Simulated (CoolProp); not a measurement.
The numbers come from the reference Helmholtz-energy equation of state, Gao 2020 in CoolProp.

### Question
For ammonia, give the phase and the cp (kJ/(kg K)), cv (kJ/(kg K)), Joule-Thomson coefficient (K/MPa), isothermal compressibility (1/MPa) at 190.15 °C and 53.7 MPa.

### Answer
- 190.15 °C and 53.7 MPa: supercritical; cp 5.12, cv 2.61, Joule-Thomson coefficient 0.349, isothermal compressibility 0.00628
